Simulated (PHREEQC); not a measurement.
Consider water at 20 °C with 42 mmol/kgw NH4Cl, 1.5 mmol/kgw Na2SO4 and 38 mmol/kgw LiCl. Closed to the air; pH follows from the charge balance.

All values are PHREEQC results (ion-association model, phreeqc.dat), not measurements.

| quantity | before | after |
|---|---|---|
| pH | 5.50 | 5.84 |
| NH3 (mol/kgw) | 3.94e-6 | 1.80e-6 |
| SI of Halite (NaCl) | -5.39 | -5.60 |

Task: Name the change that produced these shifts.
(A) Na2SO4 replaced by Na2B4O7 at the same molality
(B) Na2SO4 from 0.0015 to 0.00165 mol/kgw
(C) temperature from 20 to 70 °C
(D) Na2SO4 from 0.0015 to 0.003 mol/kgw
(E) NH4Cl from 0.042 to 0.0084 mol/kgw

Result: E, NH4Cl from 0.042 to 0.0084 mol/kgw

Precipitation was switched off in this run.
